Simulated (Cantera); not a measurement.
A Cantera script and its output.

```python
import numpy as np
import cantera as ct

gas = ct.Solution("gri30.yaml")
gas.TPX = 1275, 42000, {'H2': 1.2, 'O2': 1, 'N2': 4.3}
inlet = ct.Reservoir(gas, clone=True)

reactor = ct.IdealGasConstPressureReactor(gas, energy="off", clone=False)
exhaust = ct.Reservoir(gas, clone=True)
tau = [3.7, 1.9, 0.96, 0.48, 0.25, 0.12, 0.063, 0.032, 0.016, 0.0082][0]
for a, b in ((inlet, reactor), (reactor, exhaust)):
    ct.MassFlowController(a, b, mdot=lambda t: reactor.mass / tau)
net = ct.ReactorNet([reactor])
show = ['H2', 'O2', 'NO2', 'HO2', 'OH', 'H2O', 'H2O2']

rows = []
print(f"{'tau/s':>10s}{'T/K':>9s}" + "".join(f"{s:>11s}" for s in show))
for tau in [3.7, 1.9, 0.96, 0.48, 0.25, 0.12, 0.063, 0.032, 0.016, 0.0082]:
    net.initial_time = 0.0
    net.advance(30 * tau)
    before = gas.X
    net.advance(40 * tau)
    drift = np.max(np.abs(gas.X - before) / (gas.X + 1e-9))
    rows.append([gas.T, *gas[show].X, drift])
    print(f"{tau:10.3e}{gas.T:9.1f}" + "".join(f"{x:11.3e}" for x in gas[show].X))
```

Result:

```
     tau/s      T/K         H2         O2        NO2        HO2         OH        H2O       H2O2
 3.700e+00   1275.0  5.452e-05  6.777e-02  8.703e-09  1.561e-06  1.723e-04  2.032e-01  2.092e-07
 1.900e+00   1275.0  8.513e-05  6.777e-02  6.810e-09  2.340e-06  2.149e-04  2.032e-01  2.884e-07
 9.600e-01   1275.0  1.343e-04  6.777e-02  4.905e-09  3.486e-06  2.696e-04  2.031e-01  3.954e-07
 4.800e-01   1275.0  2.130e-04  6.777e-02  3.365e-09  5.108e-06  3.396e-04  2.030e-01  5.373e-07
 2.500e-01   1275.0  3.281e-04  6.779e-02  2.365e-09  7.123e-06  4.224e-04  2.028e-01  7.075e-07
 1.200e-01   1275.0  5.314e-04  6.783e-02  1.681e-09  9.960e-06  5.411e-04  2.024e-01  9.484e-07
 6.300e-02   1275.0  8.075e-04  6.789e-02  1.350e-09  1.286e-05  6.739e-04  2.020e-01  1.207e-06
 3.200e-02   1275.0  1.246e-03  6.799e-02  1.165e-09  1.613e-05  8.508e-04  2.014e-01  1.527e-06
 1.600e-02   1275.0  1.928e-03  6.818e-02  1.068e-09  1.947e-05  1.082e-03  2.003e-01  1.899e-06
 8.200e-03   1275.0  2.915e-03  6.848e-02  1.014e-09  2.245e-05  1.366e-03  1.988e-01  2.287e-06
```

Computed with Cantera and GRI-Mech 3.0 (53 species, 325 reactions). The temperature is held fixed by assumption; the heat of reaction is taken as removed at once.
